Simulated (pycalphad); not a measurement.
Source of the numbers: pycalphad with the COST 507 light-alloy database (1999); pressure 1 atm. The database dates from 1999; later assessments differ in places, in temperatures and in the compounds included. Kinetics are ignored, which matters at the lower temperatures.

Task: How does the equilibrium phase assembly of Al-0.3363Si-0.782C (wt.%) change on cooling from 1850 K to 500 K?

Result: 
```tsv
T (K)	phases above	phases below
931.4	AL4C3 + liquid	AL4C3 + fcc + liquid
927.8	AL4C3 + fcc + liquid	AL4C3 + AL8SIC7 + fcc
905.0	AL4C3 + AL8SIC7 + fcc	AL8SIC7 + fcc
588.7	AL8SIC7 + fcc	AL8SIC7 + diamond (Si) + fcc
```
Changes were sought between steps of 75 K, so a narrower field can be missed. At the top of the range, 1850 K, the alloy is not yet fully liquid: it holds liquid + AL4C3.

Database names, with the compositions (at.%) that they take in these runs: AL4C3: Al 57 C 43; AL8SIC7: Al 50 C 44 Si 6.
